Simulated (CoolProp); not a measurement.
Saturation properties of nitrous oxide (Tc = 36.4 °C, pc = 7.245 MPa, ω = 0.161).

The numbers come from the reference Helmholtz-energy equation of state, Lemmon 2006 in CoolProp. It is a short technical equation, of lower accuracy than the large ones.

```
T (°C)  p (MPa)  liquid density (kg/m³)  vapour density (kg/m³)  enthalpy of vaporisation (kJ/kg)  surface tension (mN/m)
------  -------  ----------------------  ----------------------  --------------------------------  ----------------------
-77.65   0.1857                    1198                   5.239                             361.8                    21.3
-69.65   0.2772                    1174                   7.620                             352.1                    19.5
-61.65   0.4000                    1148                   10.76                             341.9                    17.8
-53.65   0.5602                    1122                   14.81                             331.1                    16.0
-45.65   0.7644                    1095                   19.95                             319.6                    14.3
-37.65    1.019                    1066                   26.41                             307.3                    12.7
-29.65    1.332                    1036                   34.45                             294.1                    11.0
-21.65    1.710                    1005                   44.40                             279.7                    9.44
-13.65    2.161                   971.1                   56.72                             263.9                    7.90
```

It boils at -88.5 °C under 1 atm.

Surface tension comes from a separate correlation (Mulero 2012).
